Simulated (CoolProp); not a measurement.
A single-stage vapour-compression cycle with n-butane: evaporating at 328.15 K (dew point), condensing at 355.15 K (bubble point), superheat 2 K, subcooling 0 K, compressor efficiency 0.8, no pressure losses. Each further row changes one setting.

Model: reference Helmholtz-energy equation of state, Bücker 2006, in CoolProp.

```
case                              cooling COP  pressure ratio  discharge temperature (K)  refrigerating effect (kJ/kg)  volumetric capacity (kJ/m³)
--------------------------------  -----------  --------------  -------------------------  ----------------------------  ---------------------------
as stated                                8.13            1.87                      355.1                           258                         3540
evaporating temperature 333.15 K         10.4            1.65                      355.3                           265                         4110
condensing temperature 350.15 K          10.3            1.68                      350.4                           272                         3740
subcooling 5 K                           8.58            1.87                      355.1                           272                         3740
superheat 12 K                           8.33            1.87                      364.5                           278                         3650
compressor efficiency 0.7                7.11            1.87                      356.9                           258                         3540
```

The compression ends wet for: as stated; subcooling 5 K.
